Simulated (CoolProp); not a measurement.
Values from CoolProp's reference Helmholtz-energy equation of state, Penoncello 2003.

**Question.** For CHF3 (R23), give the phase and the cv (kJ/(kg K)) at 358 K and 0.173 MPa; 445.8 K and 0.173 MPa.

**Answer.** 
- 358 K and 0.173 MPa: gas; cv 0.698
- 445.8 K and 0.173 MPa: gas; cv 0.810
